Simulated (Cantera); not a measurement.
Input: 1 mol SiC, 0.28 mol CO₂, 40 mol N₂, 0.00075 mol CH₄, at 10000 Pa.

These are equilibrium values from Cantera (NASA tables, ideal gas, pure condensed phases), not measurements of a reactor. Candidate condensed phases: C, C₆H₆, C₇H₈, C₈H₁₈, H₂O, Si, SiC, SiO₂, Si₂N₂O, Si₃N₄; 151 gas species. N₂ is the only nitrogen source here; it is nearly inert below about 1500 K, so the nitride shown seldom forms there in practice. Mutual solubility and eutectic melting of coexisting phases are not modelled. Kinetics and transport are ignored.

### Question
Which condensed phases are stable at each of these points (T (K)): 1223, 1373, 1523, 1673, 1823, 1973, 2123?

### Answer
```tsv
T (K)	condensed phases	Si condensed (%)
1223	C(graphite) + Si₂N₂O(s)	100.0
1373	C(graphite) + Si₂N₂O(s)	100.0
1523	C(graphite) + Si₂N₂O(s)	100.0
1673	SiC(s) + Si₂N₂O(s)	99.4
1823	SiC(s) + Si₂N₂O(s)	87.1
1973	SiC(s)	85.8
2123	SiC(s)	84.2
```

From 1223 K to 1523 K the condensed part is C(graphite) + Si₂N₂O(s). From 1673 K to 1823 K the condensed part is SiC(s) + Si₂N₂O(s). From 1973 K to 2123 K the condensed part is SiC(s).
